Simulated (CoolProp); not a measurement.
A simple Rankine cycle with trans-2-butene: condensing at 292.15 K, boiler at 2.35 MPa, turbine inlet 411.9 K, turbine efficiency 0.85, pump efficiency 0.6, no recuperator. Each further row changes one setting.

The numbers come from the reference Helmholtz-energy equation of state, Lemmon 2005 in CoolProp. It is a short technical equation, of lower accuracy than the large ones.

```json
[
 {"case": "as stated", "thermal efficiency (%)": "17.0", "net work (kJ/kg)": "91.9", "heat in (kJ/kg)": "540", "turbine exit temperature (K)": "327.7", "volume ratio over the turbine": "(withheld)"},
 {"case": "turbine inlet 431.9 K", "thermal efficiency (%)": "17.2", "net work (kJ/kg)": "101", "heat in (kJ/kg)": "591", "turbine exit temperature (K)": "(withheld)", "volume ratio over the turbine": "12.6"},
 {"case": "condensing temperature 284.15 K", "thermal efficiency (%)": "(withheld)", "net work (kJ/kg)": "102", "heat in (kJ/kg)": "558", "turbine exit temperature (K)": "320.6", "volume ratio over the turbine": "(withheld)"},
 {"case": "boiler pressure 1.65 MPa", "thermal efficiency (%)": "15.4", "net work (kJ/kg)": "(withheld)", "heat in (kJ/kg)": "565", "turbine exit temperature (K)": "(withheld)", "volume ratio over the turbine": "8.53"},
 {"case": "turbine efficiency 0.75", "thermal efficiency (%)": "(withheld)", "net work (kJ/kg)": "80.4", "heat in (kJ/kg)": "540", "turbine exit temperature (K)": "334.3", "volume ratio over the turbine": "13.5"}
]
```

Task: Some entries are withheld; supply them.

Result: 
- as stated, volume ratio over the turbine: 13.2
- turbine inlet 431.9 K, turbine exit temperature (K): 351.2
- condensing temperature 284.15 K, thermal efficiency (%): 18.3
- condensing temperature 284.15 K, volume ratio over the turbine: 17.1
- boiler pressure 1.65 MPa, net work (kJ/kg): 86.9
- boiler pressure 1.65 MPa, turbine exit temperature (K): 345.2
- turbine efficiency 0.75, thermal efficiency (%): 14.9
